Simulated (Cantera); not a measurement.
Input (Python, Cantera):

```python
import numpy as np
import cantera as ct

gas = ct.Solution("gri30.yaml")
gas.TPX = 575, 101325, {'CH4': 1, 'CO': 0.28, 'O2': 4.55, 'N2': 17.1}
inlet = ct.Reservoir(gas, clone=True)
gas.equilibrate("HP")  # start burning
reactor = ct.IdealGasConstPressureReactor(gas, energy="on", clone=False)
exhaust = ct.Reservoir(gas, clone=True)
tau = [0.15, 0.063, 0.026, 0.011, 0.0044, 0.0018, 0.00075, 0.00031, 0.00013, 5.3e-05, 2.2e-05, 9.1e-06][0]
for a, b in ((inlet, reactor), (reactor, exhaust)):
    ct.MassFlowController(a, b, mdot=lambda t: reactor.mass / tau)
net = ct.ReactorNet([reactor])
show = ['CH4', 'CO', 'O2', 'HCN', 'OH', 'CH2O']

rows = []
print(f"{'tau/s':>10s}{'T/K':>9s}" + "".join(f"{s:>11s}" for s in show))
for tau in [0.15, 0.063, 0.026, 0.011, 0.0044, 0.0018, 0.00075, 0.00031, 0.00013, 5.3e-05, 2.2e-05, 9.1e-06]:
    net.initial_time = 0.0
    net.advance(30 * tau)
    before = gas.X
    net.advance(40 * tau)
    drift = np.max(np.abs(gas.X - before) / (gas.X + 1e-9))
    rows.append([gas.T, *gas[show].X, drift])
    print(f"{tau:10.3e}{gas.T:9.1f}" + "".join(f"{x:11.3e}" for x in gas[show].X))
```

Result:

```
     tau/s      T/K        CH4         CO         O2        HCN         OH       CH2O
 1.500e-01   1661.4  9.894e-06  2.429e-04  1.057e-01  1.475e-09  6.774e-04  9.285e-07
 6.300e-02   1658.2  1.716e-05  4.377e-04  1.057e-01  1.821e-09  8.828e-04  1.698e-06
 2.600e-02   1652.6  3.001e-05  7.986e-04  1.058e-01  2.250e-09  1.151e-03  3.133e-06
 1.100e-02   1643.6  5.187e-05  1.432e-03  1.059e-01  2.936e-09  1.471e-03  5.659e-06
 4.400e-03   1627.3  9.461e-05  2.670e-03  1.064e-01  4.472e-09  1.861e-03  1.061e-05
 1.800e-03   1599.7  1.783e-04  4.927e-03  1.074e-01  7.638e-09  2.228e-03  1.985e-05
 7.500e-04   1552.8  3.729e-04  9.169e-03  1.096e-01  1.365e-08  2.421e-03  3.904e-05
 3.100e-04   1447.4  1.289e-03  1.955e-02  1.170e-01  2.501e-08  1.853e-03  1.097e-04
 1.300e-04    575.0  4.361e-02  1.221e-02  1.984e-01  3.635e-22  2.118e-19  1.337e-17
 5.300e-05    575.0  4.361e-02  1.221e-02  1.984e-01  2.752e-25  1.146e-19  1.015e-20
 2.200e-05    575.0  4.361e-02  1.221e-02  1.984e-01  1.468e-26  5.330e-20  5.438e-22
 9.100e-06    575.0  4.361e-02  1.221e-02  1.984e-01  9.271e-28  1.991e-20  3.460e-23
```

Model: GRI-Mech 3.0 (53 species, 325 reactions), integrated in Cantera.
